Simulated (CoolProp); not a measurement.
Vapour-liquid equilibrium of R13 (1) + R113 (2) at 5.05 °C; x and y are mole fractions of (1).

Values from CoolProp's multi-fluid Helmholtz-energy mixture model, Platzer 1990 and Marx 1992; pair parameters Bell 2016. This equation is an older, rougher fit; its heat capacities, sound speeds and derivatives of the liquid may be far off and weren't checked against measurements.

```csv
x,bubble pressure (MPa),y at the bubble point,dew pressure at overall composition x (MPa),liquid density (mol/L)
0.05,0.1528,0.874,0.02013,?
0.125,0.3427,?,0.02186,?
0.2,0.5209,?,0.02392,9.171
0.275,0.6887,0.972,0.02640,9.396
0.35,0.8476,0.977,0.02946,9.623
0.425,0.9988,0.981,?,9.851
0.5,1.144,0.984,0.03834,10.07
0.575,1.285,0.986,0.04513,10.29
0.65,1.425,0.988,0.05485,10.49
0.725,1.566,0.990,0.06988,10.65
0.8,1.714,0.992,0.09626,10.77
0.875,1.878,0.994,0.1545,10.79
0.95,2.072,0.997,?,10.64
```

Task: Complete the blanks.

Result: 
- 0.05, liquid density (mol/L): 8.733
- 0.125, y at the bubble point: 0.943
- 0.125, liquid density (mol/L): 8.950
- 0.2, y at the bubble point: 0.962
- 0.425, dew pressure at overall composition x (MPa): 0.03332
- 0.95, dew pressure at overall composition x (MPa): 0.3901

No azeotrope shows between x = 0.05 and 0.95.

Pair parameters are fitted to limited data, so mixtures are less certain than the pure fluids. The gap from Raoult's law changes sign with composition, which may be real or a fault of the pair parameters; it wasn't checked against measurements.
